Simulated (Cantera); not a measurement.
## Thermodynamics of carbothermic reduction, feed Cu2O + CO + N2

A closed system holds: 1 mol Cu2O, 3.9 mol CO, 1.1 mol N2, at 10.0 mbar.

Cantera equilibrium calculation (NASA polynomials, part measured and part estimated; ideal gas, pure solids and liquids). Candidate condensed phases: C, Cu, CuO, Cu2O; 27 gas species. Rates play no part.

```tsv
T (K)	log p CO	log p Cu	log p N2	log p CO2	log p O
2098	-2.38	-2.55	-2.80	-2.85	-5.87
2148	-2.38	-2.55	-2.80	-2.85	-5.56
2198	-2.38	-2.55	-2.80	-2.85	-5.27
2248	-2.38	-2.55	-2.81	-2.86	-4.99
2298	-2.38	-2.55	-2.81	-2.86	-4.73
2348	-2.38	-2.55	-2.81	-2.88	-4.49
2398	-2.37	-2.55	-2.81	-2.90	-4.27
```
log p: log10 of the partial pressure in bar; nothing condenses.

From 2098 K to 2398 K nothing is condensed. The main Cu-bearing gas is Cu throughout.
